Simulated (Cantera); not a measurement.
Input: 1 mol Si3N4, 3.1 mol H2O, equilibrated at 2900 Pa.

Cantera equilibrium calculation (NASA polynomials, part measured and part estimated; ideal gas, pure solids and liquids). Candidate condensed phases: H2O, Si, SiO2, Si2N2O, Si3N4; 35 gas species. Mutual solubility and eutectic melting of coexisting phases are not modelled. The tables hold silica as quartz up to 1696 K and as liquid above; real silica turns to tridymite and cristobalite and melts near 1996 K. Equilibrium is a limit: real reactors are often held back by kinetics, nucleation or transport. All values below are at 1600 K.

Base state: H2 0.745, N2 0.250, SiO 0.00487, H 0.000276, H2O 0.000135 (mole fractions); condensed: SiO2(β-quartz) + Si2N2O(s).

Question: What changes in the equilibrium state with this change: pressure from 2900 Pa to 133 Pa?

Answer: 
| species | before | after |
|---|---|---|
| H2 | 0.745 | 0.453 |
| SiO | 0.00487 | 0.296 |
| N2 | 0.250 | 0.250 |
| H | 0.000276 | 0.00100 |
| H2O | 0.000135 | 2.95e-5 |
| SiO2(β-quartz), mol | 1.06 | 0.394 |
| Si2N2O(s), mol | 0.960 | 0.294 |
